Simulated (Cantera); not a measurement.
What does this Cantera script print?

```python
import numpy as np
import cantera as ct

gas = ct.Solution("gri30.yaml")


def delay(T, t_max=10):
    gas.TPX = T, 2200000, {'CH4': 1, 'CO': 0.073, 'O2': 4.85, 'N2': 18.2, 'H2O': 0.92}
    reactor = ct.IdealGasReactor(gas, clone=False)
    net = ct.ReactorNet([reactor])
    net.rtol, net.atol = 1e-8, 1e-16
    while net.time < t_max:
        t_old, T_old = net.time, reactor.T
        net.step()
        if reactor.T > T + 400:  # ignition: a rise of 400 K
            return t_old + (T + 400 - T_old) / (reactor.T - T_old) * (net.time - t_old)
    return np.nan


taus = []
for T in [1223, 1323, 1423, 1523, 1623, 1723, 1823, 1923, 2023]:
    taus.append(delay(T))
    print(f"T0 = {T:6g} K   tau = {taus[-1]:.4e} s")
```

Output:

```
T0 =   1223 K   tau = 1.2232e-03 s
T0 =   1323 K   tau = 3.8785e-04 s
T0 =   1423 K   tau = 1.4234e-04 s
T0 =   1523 K   tau = 5.8084e-05 s
T0 =   1623 K   tau = 2.5768e-05 s
T0 =   1723 K   tau = 1.2308e-05 s
T0 =   1823 K   tau = 6.3109e-06 s
T0 =   1923 K   tau = 3.4682e-06 s
T0 =   2023 K   tau = 2.0360e-06 s
```

Cantera simulation using GRI-Mech 3.0 (53 species, 325 reactions); the numbers are that mechanism's predictions, not measurements. The pressure lies above the range GRI-Mech 3.0 was tuned for (to about 10 atm).
